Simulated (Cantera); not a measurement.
An isothermal, constant-pressure homogeneous reactor starts with NO : N₂ = 1 : 13 (molar parts), at 1723 K and 101000 Pa.

Cantera simulation using GRI-Mech 3.0 (53 species, 325 reactions); the numbers are that mechanism's predictions, not measurements.

x: mole fraction; the columns are a selection and need not sum to one.

```tsv
t (s)	x NO	x O₂	x NO₂	x N₂O	x O
5.00e-5	0.0714	1.45e-11	___	2.89e-8	2.30e-8
0.000169	0.0714	1.26e-10	___	9.63e-8	5.05e-8
0.000574	0.0714	9.44e-10	___	3.09e-7	8.94e-8
0.00195	0.0714	1.04e-8	___	8.72e-7	2.13e-7
0.00660	0.0714	2.62e-7	___	1.75e-6	6.76e-7
0.0224	0.0714	5.93e-6	___	2.07e-6	1.48e-6
0.0758	0.0713	3.82e-5	1.27e-5	2.07e-6	1.61e-6
0.257	0.0711	0.000149	1.35e-5	2.05e-6	1.72e-6
0.871	0.0703	0.000524	___	2.01e-6	2.04e-6
2.95	0.0678	0.00177	___	1.88e-6	2.85e-6
10.0	0.0602	0.00558	___	1.49e-6	4.50e-6
```

Complete the blanks.


- 5.00e-5, x NO₂: 6.30e-9
- 0.000169, x NO₂: 5.03e-8
- 0.000574, x NO₂: 2.70e-7
- 0.00195, x NO₂: 1.17e-6
- 0.00660, x NO₂: 4.84e-6
- 0.0224, x NO₂: 1.16e-5
- 0.871, x NO₂: 1.60e-5
- 2.95, x NO₂: 2.17e-5
- 10.0, x NO₂: 3.07e-5
